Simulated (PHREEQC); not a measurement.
Model water analysis in mg/L, 25 °C, pH 7.47, pe -1.3:

| constituent | mg/L |
|---|---|
| Na | 30.6 |
| K | 0.0367 |
| Ca | 9.77 |
| Mg | 2.18 |
| Cl | 16.9 |
| S(6) as SO4 | 19 |
| Alkalinity as HCO3 | 14.7 |
| Li | 0.00229 |

Cl is adjusted to close the charge balance.
Valence states are taken as typed.

The numbers come from PHREEQC with the ion-association model, phreeqc.dat.

**Question.** The ionic strength comes out as 0.00250 mol/kgw. What activity coefficients do SO4-2, NaSO4-, HCO3-, Mg+2, Cl- get?

**Answer.** SO4-2 0.81, NaSO4- 0.95, HCO3- 0.95, Mg+2 0.81, Cl- 0.95.

This is a speciation only: nothing precipitates in the calculation. Complexes and solids missing from the database can't appear.
